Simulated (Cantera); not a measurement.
What does this Cantera script print?

```python
import numpy as np
import cantera as ct

gas_names = """
    AL ALH ALI ALI3 AL2 AL2I6 H HI H2 I I2
""".split()
cond_names = """
    AL(cr) AL(L) ALI3(s) ALI3(L) I2(cr) I2(L)
""".split()


def load(file, names, dense=False):
    # The tables refer to 1 bar. Condensed volumes are neglected.
    table = {s.name: s for s in ct.Species.list_from_file(file)}
    out = []
    for n in names:
        d = dict(table[n].input_data)
        d["thermo"] = dict(d["thermo"], **{"reference-pressure": 1e5})
        if dense:
            d["equation-of-state"] = {"model": "constant-volume", "density": "1e6 g/cm^3"}
        out.append(ct.Species.from_dict(d))
    return out


gas = ct.Solution(thermo="ideal-gas", species=load("nasa_gas.yaml", gas_names))
cond = {s.name: ct.Solution(thermo="fixed-stoichiometry", species=[s], name=s.name)
        for s in load("nasa_condensed.yaml", cond_names, dense=True)}
atoms = {
    'Al': {'AL': 1},
    'I2': {'I': 2},
    'H2': {'H': 2},
}
top_T = {}  # K; cautious upper limits of use, not melting points


def equilibrate(T, P, feed):
    n = {}
    for name, mol in feed.items():
        for a, k in atoms[name].items():
            n[a] = n.get(a, 0.0) + k * mol
    gas.TPX = T, P, n
    mass = sum(n.values()) * gas.mean_molecular_weight
    gas.equilibrate("TP")
    valid = [c for c in cond.values() if c.min_temp <= T <= top_T.get(c.name, c.max_temp)]
    mix = ct.Mixture([(gas, mass / gas.mean_molecular_weight)] + [(c, 0.0) for c in valid])
    mix.T, mix.P = T, P
    mix.equilibrate("TP", solver="vcs", rtol=1e-11, max_steps=5000)
    return mix


results = []
feed = {'Al': 1, 'I2': 0.57, 'H2': 23}  # mol
P = 25000  # Pa
for T in [1123, 1148, 1173, 1198, 1223, 1248, 1273, 1298, 1323, 1348, 1373, 1398]:
    mix = equilibrate(T, P, feed)
    results.append((T, P, feed, dict(zip(mix.species_names, mix.species_moles))))

top = {s: max(r[3][s] / sum(r[3][g] for g in gas_names) for r in results) for s in gas_names}
cols = sorted((s for s in top if top[s] > 1e-05), key=lambda s: -top[s])[:9]
seen = [c for c in cond_names if any(r[3].get(c, 0) > 1e-12 for r in results)]
print("log10 of partial pressures in bar; condensed amounts in mol")
print(f"{'T/K':>10s}" + "".join(f"{s[:9]:>10s}" for s in cols + seen))
for T, P, feed, n in results:
    ng = sum(n[g] for g in gas_names)
    print(f"{T:10.4g}" + "".join(f"{np.log10(max(n[s] / ng * P / 1e5, 1e-99)):10.3f}" for s in cols)
          + "".join(f"{n.get(c, 0):10.4g}" for c in seen))
```

Output:

```
log10 of partial pressures in bar; condensed amounts in mol
       T/K        H2       ALI      ALI3        HI         I     AL(L)
      1123    -0.620    -2.033    -3.068    -4.228    -5.425   0.03004
      1148    -0.621    -2.012    -3.162    -4.132    -5.243         0
      1173    -0.621    -2.011    -3.172    -3.990    -5.020         0
      1198    -0.621    -2.010    -3.186    -3.856    -4.808         0
      1223    -0.621    -2.009    -3.205    -3.731    -4.607         0
      1248    -0.621    -2.008    -3.231    -3.614    -4.419         0
      1273    -0.621    -2.006    -3.264    -3.507    -4.242         0
      1298    -0.621    -2.004    -3.308    -3.410    -4.078         0
      1323    -0.622    -2.001    -3.364    -3.324    -3.928         0
      1348    -0.622    -1.999    -3.436    -3.251    -3.793         0
      1373    -0.622    -1.996    -3.525    -3.190    -3.672         0
      1398    -0.622    -1.993    -3.634    -3.143    -3.567         0
```

Cantera equilibrium calculation (NASA polynomials, part measured and part estimated; ideal gas, pure solids and liquids).
